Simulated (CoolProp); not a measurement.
Values from CoolProp's reference Helmholtz-energy equation of state, Setzmann 1991.

Problem. For methane, give the phase and the cp (kJ/(kg K)), cv (kJ/(kg K)), isothermal compressibility (1/MPa), viscosity (µPa s) at -110.15 °C and 7.67 MPa; -110.15 °C and 10.7 MPa.

Solution. 
- -110.15 °C and 7.67 MPa: liquid; cp 3.95, cv 1.90, isothermal compressibility 0.00726, viscosity 52.3
- -110.15 °C and 10.7 MPa: liquid; cp 3.79, cv 1.90, isothermal compressibility 0.00603, viscosity 55.3

Viscosity comes from a separate model (Quiñones-Cisneros 2006).
